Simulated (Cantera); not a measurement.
Input (Python, Cantera) and output of one run.

```python
import numpy as np
import cantera as ct

gas_names = """
    C CN CO CO2 C2 CCN CNC C2N2 C2O C3 C3O2 C4 C4N2 C5 N NCO NO NO2 NO3 N2 N2O O O2 O3 Si SiC SiC2 SiN
    SiO SiO2 Si2 Si2C Si2N Si3
""".split()
cond_names = """
    C(gr) Si(cr) Si(L) SiC(b) SiO2(Lqz) SiO2(hqz) SiO2(L) Si2N2O(s) Si3N4(a)
""".split()


# ... load() reads the species with a 1 bar reference pressure and builds the phases ...
atoms = {
    'Si': {'Si': 1},
    'CO2': {'C': 1, 'O': 2},
    'N2': {'N': 2},
}
top_T = {'C(gr)': 4500, 'SiC(b)': 3050, 'Si2N2O(s)': 2100, 'Si3N4(a)': 2400}  # K; cautious upper limits of use, not melting points


# ... equilibrate(T, P, feed) seeds the gas with the atoms and calls Mixture.equilibrate('TP', solver="vcs", rtol=1e-11, max_steps=5000) ...
results = []
feed = {'Si': 1, 'CO2': 0.22, 'N2': 300}  # mol
P = 260000  # Pa
for T in [1025, 1100, 1175, 1250, 1325, 1400, 1475, 1550, 1625, 1700, 1775, 1850, 1925, 2000]:
    mix = equilibrate(T, P, feed)
    results.append((T, P, feed, dict(zip(mix.species_names, mix.species_moles))))

top = {s: max(r[3][s] / sum(r[3][g] for g in gas_names) for r in results) for s in gas_names}
cols = sorted((s for s in top if top[s] > 0.001), key=lambda s: -top[s])[:5]
seen = [c for c in cond_names if any(r[3].get(c, 0) > 1e-12 for r in results)]
print("log10 of partial pressures in bar; condensed amounts in mol")
print(f"{'T/K':>10s}" + "".join(f"{s[:9]:>10s}" for s in cols + seen))
for T, P, feed, n in results:
    ng = sum(n[g] for g in gas_names)
    print(f"{T:10.4g}" + "".join(f"{np.log10(max(n[s] / ng * P / 1e5, 1e-99)):10.3f}" for s in cols)
          + "".join(f"{n.get(c, 0):10.4g}" for c in seen))
```

Result:

```
log10 of partial pressures in bar; condensed amounts in mol
       T/K        N2     C(gr) Si2N2O(s)  Si3N4(a)
      1025     0.415      0.22      0.44      0.04
      1100     0.415      0.22      0.44      0.04
      1175     0.415      0.22      0.44   0.04001
      1250     0.415    0.2199    0.4399   0.04005
      1325     0.415    0.2196    0.4396   0.04029
      1400     0.415    0.2178    0.4378   0.04144
      1475     0.415     0.211     0.431   0.04602
      1550     0.415    0.1872    0.4072   0.06185
      1625     0.415    0.1147    0.3346    0.1103
      1700     0.415         0    0.2194    0.1869
      1775     0.415         0    0.2167    0.1878
      1850     0.415         0    0.2041     0.192
      1925     0.415         0    0.1526     0.209
      2000     0.414         0         0    0.2596
```

Equilibrium computed with Cantera from the NASA thermochemical tables; the gas is ideal and each condensed phase is pure. N2 is the only nitrogen source here; it is nearly inert below about 1500 K, so the nitride shown seldom forms there in practice. Mutual solubility and eutectic melting of coexisting phases are not modelled.
